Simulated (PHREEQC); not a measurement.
Consider water at 20 °C with 0.99 mol/kgw H2SO4 and 0.95 mol/kgw MgSO4. Closed to the air; pH follows from the charge balance.

The numbers come from PHREEQC with the Pitzer model, pitzer.dat.

```tsv
quantity	before	after
pH	-0.09	0.24
ionic strength (mol/kgw)	4.57	3.78
HSO4- (mol/kgw)	1.10	1.50
SO4-2 (mol/kgw)	0.839	0.445
SI of Epsomite (MgSO4:7H2O)	-0.65	-1.44
SI of Hexahydrite (MgSO4:6H2O)	-0.95	-1.30
```

Question: What was changed between the two runs?
A) temperature from 20 to 75 °C
B) H2SO4 from 0.99 to 1.48 mol/kgw
C) H2SO4 from 0.99 to 0.891 mol/kgw
D) MgSO4 from 0.95 to 0.855 mol/kgw
E) MgSO4 replaced by MgBr2 at the same molality

Answer: A, temperature from 20 to 75 °C

Precipitation was switched off in this run. In brines, pH and single-ion activities rest on the MacInnes convention. Constants without temperature data keep their 25 °C values here.
